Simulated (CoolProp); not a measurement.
Vapour-liquid equilibrium of acetone (1) + ethanol (2) at 388.6 K; x and y are mole fractions of (1).

Computed with CoolProp (multi-fluid Helmholtz-energy mixture model, Lemmon 2006 and Schroeder 2014; pair parameters Bell 2016).

### Question
Give the bubble pressure and the first vapour's composition at x = 0.2, 0.35, 0.5. Is there an azeotrope?

### Answer
x = 0.2: 0.4519 MPa, y = 0.318; x = 0.35: 0.4910 MPa, y = 0.464; x = 0.5: 0.5181 MPa, y = 0.583. y crosses x between x = 0.8 and 0.95: the model has an azeotrope there.

Pair parameters are fitted to limited data, so mixtures are less certain than the pure fluids.
